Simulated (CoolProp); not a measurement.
Vapour-liquid equilibrium of CHF3 (R23) (1) + R13 (2) at 226.3 K; x and y are mole fractions of (1).

The numbers come from the multi-fluid Helmholtz-energy mixture model, Penoncello 2003 and Platzer 1990; pair parameters Bell 2016 in CoolProp. This equation is an older, rougher fit; its heat capacities, sound speeds and derivatives of the liquid may be far off and weren't checked against measurements.

| x | bubble pressure, mixture model (MPa) | bubble pressure, Raoult's law (MPa) | y, mixture model | y, Raoult's law |
|---|---|---|---|---|
| 0.05 | 0.5147 | 0.4750 | 0.117 | 0.057 |
| 0.125 | 0.5640 | 0.4804 | ? | 0.141 |
| 0.2 | 0.5991 | 0.4858 | ? | 0.224 |
| 0.275 | 0.6238 | 0.4912 | 0.389 | 0.304 |
| 0.35 | 0.6409 | 0.4966 | 0.442 | 0.383 |
| 0.425 | 0.6520 | 0.5020 | 0.488 | 0.460 |
| 0.5 | 0.6583 | 0.5074 | 0.531 | 0.536 |
| 0.575 | ? | 0.5128 | 0.573 | 0.609 |
| 0.65 | 0.6577 | 0.5183 | 0.617 | 0.682 |
| 0.725 | 0.6500 | 0.5237 | 0.667 | 0.752 |
| 0.8 | ? | 0.5291 | 0.726 | 0.822 |
| 0.875 | ? | 0.5345 | 0.801 | 0.890 |
| 0.95 | ? | 0.5399 | ? | 0.956 |

Question: Some entries are withheld; supply them.

Answer: 
- 0.125, y, mixture model: 0.239
- 0.2, y, mixture model: 0.324
- 0.575, bubble pressure, mixture model (MPa): 0.6602
- 0.8, bubble pressure, mixture model (MPa): 0.6357
- 0.875, bubble pressure, mixture model (MPa): 0.6125
- 0.95, bubble pressure, mixture model (MPa): 0.5768
- 0.95, y, mixture model: 0.905

The largest gap from Raoult's law is +29.9 % in bubble pressure, at x = 0.425. y crosses x between x = 0.5 and 0.575: the model has an azeotrope there.

Pair parameters are fitted to limited data, so mixtures are less certain than the pure fluids.
